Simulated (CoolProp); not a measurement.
Vapour-liquid equilibrium of carbon dioxide (1) + CH3F (R41) (2) at 2.41 MPa; x and y are mole fractions of (1).

Computed with CoolProp (multi-fluid Helmholtz-energy mixture model, Span 1996 and Lemmon 2006; pair parameters Bell 2016).

```tsv
x	bubble temperature (°C)	y at the bubble point	dew temperature at overall composition x (°C)	liquid density (mol/L)
0.05	5.0	0.069	5.4	19.46
0.2	[?]	0.259	2.7	19.98
0.35	-1.3	0.431	0.1	[?]
0.5	-4.2	0.586	[?]	21.01
0.65	[?]	0.729	-5.4	21.53
0.8	-9.7	0.856	-8.4	22.04
0.95	-12.4	0.967	-11.9	[?]
```

Task: Complete the blanks.

Result: 
- 0.2, bubble temperature (°C): 1.7
- 0.35, liquid density (mol/L): 20.50
- 0.5, dew temperature at overall composition x (°C): -2.6
- 0.65, bubble temperature (°C): -6.9
- 0.95, liquid density (mol/L): 22.55

No azeotrope shows between x = 0.05 and 0.95.

Pair parameters are fitted to limited data, so mixtures are less certain than the pure fluids.
